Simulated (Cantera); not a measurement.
## Thermodynamics of fluorocarbon and chlorocarbon gases, feed CH3Cl + CH4 + H2

Feed: 1 mol CH3Cl, 0.0086 mol CH4, a varied amount of H2, held at 1973 K and 0.100 bar.

These are equilibrium values from Cantera (NASA tables, ideal gas, pure condensed phases), not measurements of a reactor. Candidate condensed phases: C, C6H6, C7H8, C8H18; 91 gas species. Equilibrium is a limit: real reactors are often held back by kinetics, nucleation or transport.

From 0.4 mol H2 to 19 mol H2 the condensed part is C(graphite). The main C-bearing gas is C2H2 (acetylene) throughout.

```csv
n(H2) (mol),log p H2,log p HCl,log p H,log p Cl,log p C2H2 (acetylene),log p CH4,n C(graphite)
0.4,-1.23,-1.39,-3.49,-3.77,-4.43,-5.81,1.01
0.75,-1.20,-1.44,-3.47,-3.84,-4.39,-5.73,1.01
1.4,-1.15,-1.54,-3.45,-3.96,-4.35,-5.65,1.01
2.7,-1.11,-1.68,-3.42,-4.12,-4.30,-5.55,1.00
5.2,-1.07,-1.86,-3.40,-4.32,-4.26,-5.47,1.00
9.9,-1.04,-2.08,-3.39,-4.55,-4.23,-5.42,0.994
19,-1.02,-2.32,-3.38,-4.81,-4.22,-5.39,0.982
```
log p: log10 of the partial pressure in bar; n: condensed amount in mol.
